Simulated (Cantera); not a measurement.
An adiabatic, constant-volume homogeneous reactor starts with H₂ : O₂ : N₂ : H₂O = 1 : 0.208 : 0.783 : 0.17 (molar parts), equivalence ratio 2.4, at 1423 K and 10.9 atm. Integrator tolerance rtol = 1e-08.

Computed with Cantera and GRI-Mech 3.0 (53 species, 325 reactions). The hydrogen kinetics of GRI-Mech 3.0 are dated; newer H2 mechanisms differ, most at raised pressure.

```csv
quantity,before,after
time of steepest temperature rise,3.36 µs,21.3 µs
temperature at 0.100 s,2898 K,2761 K
equilibrium temperature,2898 K,2761 K
x(H₂) at 0.100 s,0.292 (gas-phase equilibrium 0.292),0.284 (gas-phase equilibrium 0.284)
x(O₂) at 0.100 s,4.89e-5 (gas-phase equilibrium 4.89e-5),0.000198 (gas-phase equilibrium 0.000198)
x(H₂O) at 0.100 s,0.292 (gas-phase equilibrium 0.292),0.285 (gas-phase equilibrium 0.285)
x(HO₂) at 0.100 s,2.40e-7 (gas-phase equilibrium 2.40e-7),2.78e-7 (gas-phase equilibrium 2.78e-7)
x(OH) at 0.100 s,0.00420 (gas-phase equilibrium 0.00420),0.00775 (gas-phase equilibrium 0.00775)
```

**Question.** Name the change that produced these shifts.
(A) initial temperature 1423 to 1225 K
(B) initial temperature 1423 to 1550 K
(C) pressure from 10.9 atm to 0.987 atm
(D) constant pressure in place of constant volume

**Answer.** C, pressure from 10.9 atm to 0.987 atm
